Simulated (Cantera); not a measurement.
Input (Python, Cantera) and output of one run.

```python
import numpy as np
import cantera as ct

gas_names = """
    H HO2 H2 H2O H2O2 O OH O2 O3 Si SiH SiH2 SiH3 SiH4 SiO SiO2 Si2 Si3
""".split()
cond_names = """
    H2O(s) H2O(L) Si(cr) Si(L) SiO2(Lqz) SiO2(hqz) SiO2(L)
""".split()


# ... load() reads the species with a 1 bar reference pressure and builds the phases ...
atoms = {
    'Si': {'Si': 1},
    'O2': {'O': 2},
    'H2': {'H': 2},
}
top_T = {}  # K; cautious upper limits of use, not melting points


# ... equilibrate(T, P, feed) seeds the gas with the atoms and calls Mixture.equilibrate('TP', solver="vcs", rtol=1e-11, max_steps=5000) ...
results = []
feed = {'Si': 1, 'O2': 0.0025, 'H2': 160}  # mol
P = 73000  # Pa
for T in [698, 798, 898, 998, 1098, 1198, 1298, 1398, 1498, 1598, 1698, 1798, 1898, 1998]:
    mix = equilibrate(T, P, feed)
    results.append((T, P, feed, dict(zip(mix.species_names, mix.species_moles))))
    x = sorted(zip(gas.X, gas.species_names), reverse=True)
    print(f"T = {T:g} K  P = {P:g} Pa  gas = {mix.phase_moles(0):.4g} mol")
    print("   x: " + "  ".join(f"{s} {v:.3e}" for v, s in x if v > 0.0001))
    print("   condensed (mol): " + ("  ".join(f"{mix.phase(i).name} {mix.phase_moles(i):.4g}"
          for i in range(1, mix.n_phases) if mix.phase_moles(i) > 1e-12) or "none"))
```

Result:

```
T = 698 K  P = 73000 Pa  gas = 160 mol
   x: H2 1.000e+00
   condensed (mol): Si(cr) 0.9975  SiO2(Lqz) 0.0025
T = 798 K  P = 73000 Pa  gas = 160 mol
   x: H2 1.000e+00
   condensed (mol): Si(cr) 0.9975  SiO2(Lqz) 0.0025
T = 898 K  P = 73000 Pa  gas = 160 mol
   x: H2 1.000e+00
   condensed (mol): Si(cr) 0.9975  SiO2(hqz) 0.0025
T = 998 K  P = 73000 Pa  gas = 160 mol
   x: H2 1.000e+00
   condensed (mol): Si(cr) 0.9975  SiO2(hqz) 0.0025
T = 1098 K  P = 73000 Pa  gas = 160 mol
   x: H2 1.000e+00
   condensed (mol): Si(cr) 0.9974  SiO2(hqz) 0.002497
T = 1198 K  P = 73000 Pa  gas = 160 mol
   x: H2 1.000e+00
   condensed (mol): Si(cr) 0.9974  SiO2(hqz) 0.00244
T = 1298 K  P = 73000 Pa  gas = 160 mol
   x: H2 1.000e+00
   condensed (mol): Si(cr) 0.9966  SiO2(hqz) 0.001684
T = 1398 K  P = 73000 Pa  gas = 160 mol
   x: H2 1.000e+00
   condensed (mol): Si(cr) 0.9949
T = 1498 K  P = 73000 Pa  gas = 160 mol
   x: H2 9.999e-01
   condensed (mol): Si(cr) 0.9947
T = 1598 K  P = 73000 Pa  gas = 160 mol
   x: H2 9.999e-01
   condensed (mol): Si(cr) 0.994
T = 1698 K  P = 73000 Pa  gas = 160 mol
   x: H2 9.998e-01  H 1.692e-04
   condensed (mol): Si(L) 0.9923
T = 1798 K  P = 73000 Pa  gas = 160 mol
   x: H2 9.995e-01  H 4.120e-04
   condensed (mol): Si(L) 0.9888
T = 1898 K  P = 73000 Pa  gas = 160.1 mol
   x: H2 9.990e-01  H 9.144e-04
   condensed (mol): Si(L) 0.9809
T = 1998 K  P = 73000 Pa  gas = 160.2 mol
   x: H2 9.979e-01  H 1.876e-03  SiH2 1.048e-04
   condensed (mol): Si(L) 0.963
```

Equilibrium computed with Cantera from the NASA thermochemical tables; the gas is ideal and each condensed phase is pure. Mutual solubility and eutectic melting of coexisting phases are not modelled. The tables hold silica as quartz up to 1696 K and as liquid above; real silica turns to tridymite and cristobalite and melts near 1996 K. Gases not in the tables: Si2H6 and higher silanes.
